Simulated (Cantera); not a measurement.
Mixture: CH4 : O2 : N2 = 1 : 1.11 : 4.18 (molar parts), at 5.00 bar, adiabatic and at constant pressure. Ignition delay is the time to a rise of 400 K.

Cantera simulation using GRI-Mech 3.0 (53 species, 325 reactions); the numbers are that mechanism's predictions, not measurements.

Q: Predict: delay at 1250 K; delay at 1325 K; delay at 1400 K; delay at 1475 K; delay at 1550 K; apparent activation energy between 1400 and 1550 K.

A: delay at 1250 K: 7.32 ms
delay at 1325 K: 2.98 ms
delay at 1400 K: 1.28 ms
delay at 1475 K: 0.572 ms
delay at 1550 K: 0.268 ms
apparent activation energy between 1400 and 1550 K: 190 kJ/mol
